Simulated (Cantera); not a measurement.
An isothermal, constant-pressure homogeneous reactor starts with CH₄ : H₂ = 1 : 67 (molar parts), at 1650 K and 0.000691 atm. Integrator tolerance rtol = 1e-08.

Model: GRI-Mech 3.0 (53 species, 325 reactions), integrated in Cantera. GRI-Mech 3.0 stops at C3 and has no aromatics, soot or wall deposition, so with more carbon than oxygen in the feed, carbon stays in small species such as C2H2 where larger ones or solid carbon would form. Radical loss at walls, strong at low pressure, is not modelled.

Problem. What does this change do: pressure from 0.000691 atm to 0.0263 atm?

Solution. 
```json
[
 {"quantity": "x(CH₄) at 80.0 s", "before": "0.00205 (gas-phase equilibrium 1.14e-5)", "after": "0.000585 (gas-phase equilibrium 0.000430)"},
 {"quantity": "x(H₂) at 80.0 s", "before": "0.989 (gas-phase equilibrium 0.989)", "after": "0.992 (gas-phase equilibrium 0.992)"},
 {"quantity": "x(C₂H₄) at 80.0 s", "before": "1.14e-6 (gas-phase equilibrium 3.61e-7)", "after": "1.33e-5 (gas-phase equilibrium 1.34e-5)"},
 {"quantity": "x(C₂H₆) at 80.0 s", "before": "1.21e-8 (gas-phase equilibrium <1e-12)", "after": "1.59e-9 (gas-phase equilibrium 1.08e-9)"},
 {"quantity": "x(C₂H) at 80.0 s", "before": "6.04e-8 (gas-phase equilibrium 1.10e-7)", "after": "1.70e-8 (gas-phase equilibrium 1.72e-8)"}
]
```
